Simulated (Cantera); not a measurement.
An isothermal, constant-pressure homogeneous reactor starts with H2 : O2 : N2 = 1.8 : 1 : 13 (molar parts), equivalence ratio 0.90, at 1148 K and 0.490 bar.

Detailed kinetics in Cantera: the H2/O2 subset of GRI-Mech 3.0, which has no nitrogen chemistry. The temperature is held fixed by assumption; the heat of reaction is taken as removed at once.

x: mole fraction; the columns are a selection and need not sum to one.

```
t (s)         x H2     x O2       x O        x OH     x H2O
--------  --------  -------  --------  ----------  --------
0.000200     0.114   0.0631   2.48e-5  (withheld)  0.000245
0.000665   0.00761   0.0116   0.00117  (withheld)     0.107
0.00221    0.00146  0.00740  0.000128  (withheld)     0.119
0.00737   0.000196  0.00678   1.31e-5  (withheld)     0.121
0.0245     2.07e-5  0.00671   1.32e-6  (withheld)     0.121
0.0816     2.11e-6  0.00671   1.80e-7  (withheld)     0.121
0.271      3.10e-7  0.00671   3.53e-8  (withheld)     0.121
0.903      7.04e-8  0.00671   8.99e-9  (withheld)     0.121
3.01       2.11e-8  0.00671   2.71e-9  (withheld)     0.121
10.0       9.97e-9  0.00671   1.14e-9  (withheld)     0.121
```

Fill in the missing entries.


- 0.000200, x OH: 1.30e-5
- 0.000665, x OH: 0.000946
- 0.00221, x OH: 0.000291
- 0.00737, x OH: 8.82e-5
- 0.0245, x OH: 2.90e-5
- 0.0816, x OH: 1.10e-5
- 0.271, x OH: 4.91e-6
- 0.903, x OH: 2.48e-6
- 3.01, x OH: 1.36e-6
- 10.0, x OH: 8.81e-7
